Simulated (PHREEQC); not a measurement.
**Alkaline etch or developer: speciation**

Solution (25 °C): 0.07 mol/kgw TMAH, 0.00042 mol/kgw K2SiO3 and 0.022 mol/kgw K2CO3. Closed to the air; pH follows from the charge balance.

The numbers come from PHREEQC with the ion-association model, phreeqc.dat.

```
Item                      Value
----------------  -------------
pH                        12.71
ionic strength    0.137 mol/kgw
total alkalinity     115 meq/kg
```

```json
[
 {"species": "OH-", "molality": "0.0703", "activity": "0.0518", "log γ": "-0.132"},
 {"species": "(CH3)4N+", "molality": "0.0700", "activity": "0.0522", "log γ": "-0.127"},
 {"species": "K+", "molality": "0.0448", "activity": "0.0332", "log γ": "-0.130"},
 {"species": "CO3-2", "molality": "0.0220", "activity": "0.00769", "log γ": "-0.456"},
 {"species": "H3SiO4-", "molality": "0.000241", "activity": "0.000180", "log γ": "-0.127"},
 {"species": "H2SiO4-2", "molality": "0.000179", "activity": "6.27e-5", "log γ": "-0.456"},
 {"species": "HCO3-", "molality": "4.15e-5", "activity": "3.19e-5", "log γ": "-0.114"},
 {"species": "H4SiO4", "molality": "2.30e-7", "activity": "2.37e-7", "log γ": "0.014"}
]
```

This is a speciation only: nothing precipitates in the calculation. (CH3)4N+ isn't in the database: it is added as a free cation with an ion size of 4 Å.
